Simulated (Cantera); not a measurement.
An adiabatic, constant-pressure homogeneous reactor starts with CO : H₂ : O₂ : N₂ = 1 : 0.15 : 1.44 : 5.4 (molar parts), equivalence ratio 0.40, at 1525 K and 2400 Torr. Integrator tolerance rtol = 1e-08.

Detailed kinetics in Cantera: GRI-Mech 3.0 (53 species, 325 reactions). The hydrogen kinetics of GRI-Mech 3.0 are dated; newer H2 mechanisms differ, most at raised pressure.

Question: What does this change do: pressure from 2400 Torr to 750 Torr?

Answer: 
```
quantity                                                              before                                      after
---------------------------------  -----------------------------------------  -----------------------------------------
time of steepest temperature rise                                    11.3 µs                                    35.8 µs
temperature at 2.00 s                                                 2484 K                                     2450 K
equilibrium temperature                                               2484 K                                     2450 K
x(CO) at 2.00 s                      0.00726 (gas-phase equilibrium 0.00726)      0.0105 (gas-phase equilibrium 0.0105)
x(H₂) at 2.00 s                    0.000168 (gas-phase equilibrium 0.000168)  0.000245 (gas-phase equilibrium 0.000245)
x(O₂) at 2.00 s                          0.110 (gas-phase equilibrium 0.110)        0.111 (gas-phase equilibrium 0.111)
x(NO₂) at 2.00 s                     1.80e-5 (gas-phase equilibrium 1.80e-5)    9.92e-6 (gas-phase equilibrium 9.92e-6)
x(O) at 2.00 s                       0.00249 (gas-phase equilibrium 0.00249)    0.00378 (gas-phase equilibrium 0.00378)
```
